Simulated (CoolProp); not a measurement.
Vapour-liquid equilibrium of propylene (1) + n-heptane (2) at 0.0859 MPa; x and y are mole fractions of (1).

Values from CoolProp's multi-fluid Helmholtz-energy mixture model, Lemmon 2013 and Span 2003; pair parameters Bell 2016.

```
x     bubble temperature, mixture model (K)  bubble temperature, Raoult's law (K)  y, mixture model  y, Raoult's law
----  -------------------------------------  ------------------------------------  ----------------  ---------------
0.05                                  315.4                                 309.6             0.844            0.884
0.2                                   257.9                                 263.0             0.995            0.993
0.35                                  240.5                                 247.0             0.999            0.998
0.5                                   232.7                                 237.8             1.000            0.999
0.65                                  228.6                                 231.5             1.000            1.000
0.8                                   225.8                                 226.8             1.000            1.000
0.95                                  223.0                                 223.1             1.000            1.000
```

The largest gap from Raoult's law is -6.5 K in bubble temperature, at x = 0.35. No azeotrope shows between x = 0.05 and 0.95.

The pair parameters rest on a limited set of measurements; away from them the model extrapolates. The gap from Raoult's law changes sign with composition, which may be real or a fault of the pair parameters; it wasn't checked against measurements.
